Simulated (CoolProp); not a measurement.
Vapour-liquid equilibrium of hydrogen sulfide (1) + isobutane (2) at 0.131 MPa; x and y are mole fractions of (1).

Values from CoolProp's multi-fluid Helmholtz-energy mixture model, Lemmon 2006 and Bücker 2006; pair parameters Kunz 2012.

```tsv
x	bubble temperature, mixture model (°C)	bubble temperature, Raoult's law (°C)	y, mixture model	y, Raoult's law
0.05	…	-12.0	0.385	0.272
0.15	-32.4	-22.4	0.718	0.575
0.25	…	-29.8	0.833	0.731
0.35	-45.9	-35.5	0.882	0.822
0.45	-48.7	-40.0	0.906	0.880
0.55	…	-43.8	0.921	0.919
0.65	-51.4	-46.9	0.932	0.947
0.75	…	-49.6	0.943	0.967
0.85	…	-52.0	…	0.983
0.95	…	-54.1	…	0.995
```

### Question
Complete the blanks.

### Answer

- 0.05, bubble temperature, mixture model (°C): -16.7
- 0.25, bubble temperature, mixture model (°C): -41.1
- 0.55, bubble temperature, mixture model (°C): -50.3
- 0.75, bubble temperature, mixture model (°C): -52.3
- 0.85, bubble temperature, mixture model (°C): -53.3
- 0.85, y, mixture model: 0.958
- 0.95, bubble temperature, mixture model (°C): -54.5
- 0.95, y, mixture model: 0.982

The largest gap from Raoult's law is -11.3 K in bubble temperature, at x = 0.25. No azeotrope shows between x = 0.05 and 0.95.

Pair parameters are fitted to limited data, so mixtures are less certain than the pure fluids. With so large a gap from Raoult's law the liquid may split in two, which this calculation doesn't test in full.
